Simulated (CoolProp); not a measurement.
Saturation properties of R1132(E).

The numbers come from the reference Helmholtz-energy equation of state, Akasaka 2024 in CoolProp.

```csv
T (K),p (bar),liquid density (kg/m³),vapour density (kg/m³),enthalpy of vaporisation (kJ/kg),liquid cp (kJ/(kg K))
259,5.121,1044,16.99,268.4,1.696
264.7,6.220,1028,20.53,261.7,1.714
270.4,7.487,1011,24.65,254.6,1.735
276.1,8.937,993.0,29.41,247.3,1.760
281.7,10.56,975.0,34.81,239.7,1.790
287.4,12.42,955.7,41.15,231.5,1.827
293.1,14.51,935.5,48.48,222.8,1.872
298.8,(withheld),914.0,56.97,(withheld),1.927
304.5,19.47,891.0,66.84,203.5,1.994
310.1,(withheld),866.8,78.17,192.9,2.078
```

Question: Complete the blanks.

Answer: 
- 298.8, p (bar): 16.85
- 298.8, enthalpy of vaporisation (kJ/kg): 213.5
- 310.1, p (bar): 22.31
